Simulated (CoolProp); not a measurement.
Properties of acetone along the isotherm 265.35 °C.

Values from CoolProp's reference Helmholtz-energy equation of state, Lemmon 2006. It is a short technical equation, of lower accuracy than the large ones.

```tsv
p (kPa)	phase	Joule-Thomson coefficient (K/MPa)	isothermal compressibility (1/MPa)
196	gas	9.506	5.172
391	gas	9.588	2.630
587	gas	9.673	1.777
782	gas	9.759	1.354
978	gas	9.848	1.100
1170	gas	9.937	0.9346
1370	gas	10.03	0.8122
1560	gas	10.12	0.7257
1760	gas	10.22	0.6555
1960	gas	10.32	0.6004
2150	gas	10.42	0.5583
2350	gas	10.53	0.5221
```
